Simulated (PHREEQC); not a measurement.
Make-up at 20 °C: 0.21 mol/kgw NaH2PO4, 9.4e-05 mol/kgw NaOH and 0.0013 mol/kgw H3AsO4. Closed to the air; pH follows from the charge balance.

The numbers come from PHREEQC with the ion-association model, wateq4f.dat.

The pH is 4.12 and the ionic strength comes out as 0.211 mol/kgw. The activity of water comes out as 0.993. The total alkalinity comes out as -1.21 meq/kg.

```json
[
 {"species": "Na+", "molality": "0.210", "activity": "0.156", "log γ": "-0.129"},
 {"species": "H2PO4-", "molality": "0.208", "activity": "0.155", "log γ": "-0.128"},
 {"species": "H3PO4", "molality": "0.00156", "activity": "0.00164", "log γ": "0.021"},
 {"species": "H2AsO4-", "molality": "0.00128", "activity": "0.000958", "log γ": "-0.127"},
 {"species": "HPO4-2", "molality": "0.000414", "activity": "0.000122", "log γ": "-0.530"},
 {"species": "H+", "molality": "9.60e-5", "activity": "7.65e-5", "log γ": "-0.099"},
 {"species": "NaHPO4-", "molality": "4.99e-5", "activity": "3.72e-5", "log γ": "-0.128"},
 {"species": "H3AsO4", "molality": "1.33e-5", "activity": "1.39e-5", "log γ": "0.021"}
]
```

This is a speciation only: nothing precipitates in the calculation. H3PO4, which wateq4f.dat lacks, is added to it with the constant of phreeqc.dat.
